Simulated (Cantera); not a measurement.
Input: 1 mol CaCO₃, 0.27 mol CO₂, 0.063 mol O₂, at 1.58 Torr.

Method: chemical equilibrium by Gibbs-energy minimisation in Cantera with the NASA 1993 tables (ideal gas, pure condensed phases). Candidate condensed phases: C, Ca, CaCO₃, CaO; 15 gas species. The numbers say what is thermodynamically allowed, not how fast it happens. All values below are at 1675 K.

Base state: CO₂ 0.946, O₂ 0.0494, CO 0.00474, O 0.000166 (mole fractions); condensed: CaO(s).

Question: What changes in the equilibrium state with this change: pressure from 1.58 Torr to 750 Torr?

Answer: 
```
species        before     after
-----------  --------  --------
CO₂             0.946     0.952
O₂             0.0494    0.0474
CO            0.00474  0.000224
O            0.000166   7.43e-6
CaO(s), mol      1.00      1.00
```
